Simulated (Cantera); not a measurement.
Input: 1 mol SF6, 6.9 mol H2, at 573.15 K.

Equilibrium computed with Cantera from the NASA thermochemical tables; the gas is ideal and each condensed phase is pure. Candidate condensed phases: S; 24 gas species. The ideal-gas law is rough above about 30 bar. Equilibrium is a limit: real reactors are often held back by kinetics, nucleation or transport.

log p: log10 of the partial pressure in bar; nothing condenses.

```
P (Pa)    log p HF  log p H2  log p H2S  log p H2F2  log p H3F3  log p H4F4
--------  --------  --------  ---------  ----------  ----------  ----------
10           -4.22     -4.53      -5.00      -11.69        <-16        <-16
65           -3.40     -3.72      -4.18      -10.06        <-15        <-15
420          -2.59     -2.91      -3.37       -8.44        <-14        <-14
2700         -1.79     -2.10      -2.56       -6.83  (withheld)        <-13
17000        -0.99     -1.30      -1.77       -5.23  (withheld)        <-12
110000       -0.18     -0.49      -0.95       -3.61  (withheld)      -10.24
720000        0.64      0.32      -0.14       -1.98  (withheld)       -6.98
4700000       1.45      1.14       0.68       -0.36  (withheld)       -3.76
30000000      2.20      1.97       1.51        1.15  (withheld)       -0.73
```

Question: What belongs in the gaps?

Answer: 
- 2700, log p H3F3: -11.96
- 17000, log p H3F3: -9.56
- 110000, log p H3F3: -7.13
- 720000, log p H3F3: -4.69
- 4700000, log p H3F3: -2.27
- 30000000, log p H3F3: 0.01
